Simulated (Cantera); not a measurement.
Charge: 1 mol Fe₂O₃, 0.42 mol SO₃, 0.33 mol CO₂, 0.84 mol O₂, at 1723.15 K.

Equilibrium computed with Cantera from the NASA thermochemical tables; the gas is ideal and each condensed phase is pure. Candidate condensed phases: C, Fe, Fe(CO)₅, FeO, FeS, FeSO₄, FeS₂, Fe₂O₃, Fe₂(SO₄)₃, Fe₃O₄, S; 25 gas species. Kinetics and transport are ignored.

### Question
Which condensed phases are stable at each of these points (P (Pa)): 1000, 3000, 8800, 26000, 77000, 230000, 680000, 2000000?

### Answer
```tsv
P (Pa)	condensed phases	Fe condensed (%)
1000	Fe₃O₄(s)	100.0
3000	Fe₃O₄(s)	100.0
8800	Fe₃O₄(s)	100.0
26000	Fe₃O₄(s)	100.0
77000	Fe₃O₄(s)	100.0
230000	Fe₂O₃(s)	100.0
680000	Fe₂O₃(s)	100.0
2000000	Fe₂O₃(s)	100.0
```

From 7.50 Torr to 578 Torr the condensed part is Fe₃O₄(s). From 1730 Torr to 15000 Torr the condensed part is Fe₂O₃(s).
